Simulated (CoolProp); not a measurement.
Aqueous methanol as a coolant, at 35 °C, 1 atm.

The numbers come from the Melinder's fits for secondary coolants in CoolProp.

```
mass %  freezing point (°C)  Prandtl number  cp (kJ/(kg K))  viscosity (mPa s)  density (kg/m³)
------  -------------------  --------------  --------------  -----------------  ---------------
2.1                    -1.2            5.19           4.177              0.756            990.3
11.4                   -7.6            6.98           4.161              0.922            974.7
20.7                  -15.8            8.88           4.101               1.07            959.6
30.1                  -25.8            10.6           4.016               1.17            943.5
39.4                  -37.8            11.9           3.882               1.21            926.6
48.7                  -52.3            12.3           3.688               1.19            908.3
58.1                  -69.3            12.2           3.486               1.12            887.9
```
